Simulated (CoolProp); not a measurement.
The fluid at 293.15 K and 1.8 MPa (liquid) is heated at constant pressure to 450.6 K. The same conditions are run with several fluids, on thermodynamics alone (safety and materials aside).

Values from CoolProp's reference Helmholtz-energy equation of state of each fluid (carbonyl sulfide: Lemmon 2006; decamethyltetrasiloxane (MD2M): Thol 2017; propylene: Lemmon 2013; toluene: Lemmon 2006; R113: Marx 1992).

```
fluid                           heat (kJ/kg)  final phase  final density (kg/m³)
------------------------------  ------------  -----------  ---------------------
carbonyl sulfide                         375          gas                   30.6
decamethyltetrasiloxane (MD2M)           298       liquid                    696
propylene                                641          gas                   21.7
toluene                                  309       liquid                    708
R113                                     244          gas                    130
```
